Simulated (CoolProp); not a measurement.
Values from CoolProp's reference Helmholtz-energy equation of state, Akasaka 2023.

Give the vapour pressure (kPa), liquid density (kg/m³), enthalpy of vaporisation (kJ/kg), liquid cp (kJ/(kg K)) of saturated R1224YDZ at 283.4, 295.6 K.


```
T (K)  p (kPa)  liquid density (kg/m³)  enthalpy of vaporisation (kJ/kg)  liquid cp (kJ/(kg K))
-----  -------  ----------------------  --------------------------------  ---------------------
283.4     84.6                    1400                               172                   1.12
295.6      135                    1370                               166                   1.14
```
